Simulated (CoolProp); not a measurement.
Tetrahydrofuran along the isotherm 409.9 K: Z from the reference equation and from simpler models built on Tc = 540.2 K, pc = 53.04 bar, ω = 0.234; each cubic takes its own stable root.

Computed with CoolProp (reference Helmholtz-energy equation of state, Fiedler 2023).

| p (bar) | phase | reference | van der Waals | Redlich-Kwong | Soave-Redlich-Kwong | Peng-Robinson |
|---|---|---|---|---|---|---|
| 0.419 | gas | 0.9936 | 0.9955 | 0.9941 | 0.9937 | 0.9933 |
| 0.795 | gas | 0.9878 | 0.9914 | 0.9888 | 0.9879 | 0.9872 |
| 1.51 | gas | 0.9765 | 0.9836 | 0.9786 | 0.9769 | 0.9755 |
| 2.86 | gas | 0.9545 | 0.9685 | 0.9588 | 0.9554 | 0.9528 |
| 5.42 | gas | 0.9098 | 0.9385 | 0.9193 | 0.9121 | 0.9072 |
| 10.3 | liquid | 0.02913 | 0.8754 | 0.03311 | 0.03175 | 0.02800 |
| 19.5 | liquid | 0.05500 | 0.08934 | 0.06227 | 0.05982 | 0.05279 |
| 36.9 | liquid | 0.1036 | 0.1657 | 0.1165 | 0.1122 | 0.09915 |
| 70 | liquid | 0.1947 | 0.3053 | 0.2168 | 0.2098 | 0.1857 |
| 133 | liquid | 0.3645 | 0.5579 | 0.4002 | 0.3896 | 0.3456 |

At some of these states van der Waals gives the other phase, because its saturation line lies elsewhere.
